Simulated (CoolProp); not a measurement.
Vapour-liquid equilibrium of R114 (1) + n-heptane (2) at 65.85 °C; x and y are mole fractions of (1).

Computed with CoolProp (multi-fluid Helmholtz-energy mixture model, Platzer 1990 and Span 2003; pair parameters Bell 2016). This equation is an older, rougher fit; its heat capacities, sound speeds and derivatives of the liquid may be far off and weren't checked against measurements.

| x | bubble pressure, mixture model (MPa) | bubble pressure, Raoult's law (MPa) | y, mixture model | y, Raoult's law |
|---|---|---|---|---|
| 0.05 | 0.07989 | 0.06663 | 0.575 | 0.503 |
| 0.15 | 0.1651 | 0.1301 | 0.807 | 0.772 |
| 0.25 | 0.2417 | 0.1936 | 0.877 | 0.865 |
| 0.35 | 0.3091 | 0.2571 | 0.911 | 0.912 |
| 0.45 | 0.3685 | 0.3206 | 0.932 | 0.940 |
| 0.55 | 0.4219 | 0.3841 | 0.946 | 0.959 |
| 0.65 | 0.4721 | 0.4476 | 0.958 | 0.973 |
| 0.75 | 0.5223 | 0.5110 | 0.969 | 0.983 |
| 0.85 | 0.5757 | 0.5745 | 0.981 | 0.991 |
| 0.95 | 0.6359 | 0.6380 | 0.993 | 0.997 |

The largest gap from Raoult's law is +26.9 % in bubble pressure, at x = 0.15. No azeotrope shows between x = 0.05 and 0.95.

The pair parameters rest on a limited set of measurements; away from them the model extrapolates.
